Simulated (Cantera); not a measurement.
A Cantera script and its output.

```python
import numpy as np
import cantera as ct

gas = ct.Solution("gri30.yaml")
gas.TPX = 1775, 610000, {'CH4': 1, 'O2': 5.71, 'N2': 21.5, 'H2O': 1.8}
reactor = ct.IdealGasReactor(gas, energy="on", clone=False)
net = ct.ReactorNet([reactor])
net.rtol, net.atol = 1e-08, 1e-16
show = ['CH4', 'O2', 'H2O', 'HCO', 'CH3', 'C2H4', 'CO2']
times = np.geomspace(3e-06, 2, 14)

steps = ct.SolutionArray(gas, extra=["t"])
rows = []
print(f"{'t/s':>10s}{'T/K':>9s}{'P/Pa':>11s}" + "".join(f"{s:>11s}" for s in show))
for t in times:
    while net.time < t:
        t_next = net.step()
        steps.append(gas.state, t=t_next)
    rows.append([np.interp(t, steps.t, y) for y in (steps.T, steps.P, *steps(*show).X.T)])
    print(f"{t:10.3e}{rows[-1][0]:9.1f}{rows[-1][1]:11.4g}" + "".join(f"{x:11.3e}" for x in rows[-1][2:]))
rate = np.gradient(steps.T, steps.t)
print("integrator steps:", len(steps.t))
if steps.T.max() > steps.T[0] + 200:
    print(f"time of steepest temperature rise: {steps.t[rate.argmax()]:.4e} s")
gas.TPX = 1775, 610000, {'CH4': 1, 'O2': 5.71, 'N2': 21.5, 'H2O': 1.8}
gas.equilibrate("UV")
print(f"equilibrium (UV): T = {gas.T:.1f} K  " + "  ".join(f"{s} {gas[s].X[0]:.3e}" for s in show))
```

Output:

```
       t/s      T/K       P/Pa        CH4         O2        H2O        HCO        CH3       C2H4        CO2
 3.000e-06   1774.7  6.099e+05  3.323e-02  1.902e-01  6.002e-02  1.366e-09  7.694e-05  1.302e-07  4.966e-08
 8.416e-06   1775.1  6.101e+05  3.276e-02  1.900e-01  6.028e-02  3.920e-08  3.397e-04  7.215e-06  1.920e-06
 2.361e-05   2043.8  7.128e+05  8.036e-03  1.589e-01  9.105e-02  3.919e-05  2.106e-03  7.175e-04  1.705e-03
 6.624e-05   2553.2  8.818e+05  7.151e-17  1.207e-01  1.202e-01  5.592e-10  4.466e-16  1.546e-25  3.166e-02
 1.858e-04   2551.8  8.813e+05  1.381e-18  1.204e-01  1.202e-01  5.519e-10  8.698e-18  2.003e-28  3.167e-02
 5.213e-04   2548.1  8.799e+05  1.326e-18  1.195e-01  1.203e-01  5.345e-10  8.286e-18  1.881e-28  3.169e-02
 1.462e-03   2539.4  8.768e+05  1.204e-18  1.176e-01  1.205e-01  4.965e-10  7.388e-18  1.587e-28  3.175e-02
 4.103e-03   2526.1  8.719e+05  1.034e-18  1.147e-01  1.208e-01  4.427e-10  6.165e-18  1.213e-28  3.182e-02
 1.151e-02   2518.3  8.691e+05  9.439e-19  1.130e-01  1.209e-01  4.138e-10  5.535e-18  1.033e-28  3.187e-02
 3.229e-02   2517.7  8.689e+05  9.372e-19  1.129e-01  1.210e-01  4.116e-10  5.488e-18  1.020e-28  3.187e-02
 9.058e-02   2517.7  8.689e+05  9.372e-19  1.129e-01  1.210e-01  4.116e-10  5.488e-18  1.020e-28  3.187e-02
 2.541e-01   2517.7  8.689e+05  9.372e-19  1.129e-01  1.210e-01  4.116e-10  5.488e-18  1.020e-28  3.187e-02
 7.129e-01   2517.7  8.689e+05  9.372e-19  1.129e-01  1.210e-01  4.116e-10  5.488e-18  1.020e-28  3.187e-02
 2.000e+00   2517.7  8.689e+05  9.372e-19  1.129e-01  1.210e-01  4.116e-10  5.488e-18  1.020e-28  3.187e-02
integrator steps: 1522
time of steepest temperature rise: 2.4089e-05 s
equilibrium (UV): T = 2517.7 K  CH4 1.376e-18  O2 1.129e-01  H2O 1.210e-01  HCO 4.116e-10  CH3 8.059e-18  C2H4 1.291e-28  CO2 3.187e-02
```

Detailed kinetics in Cantera: GRI-Mech 3.0 (53 species, 325 reactions).
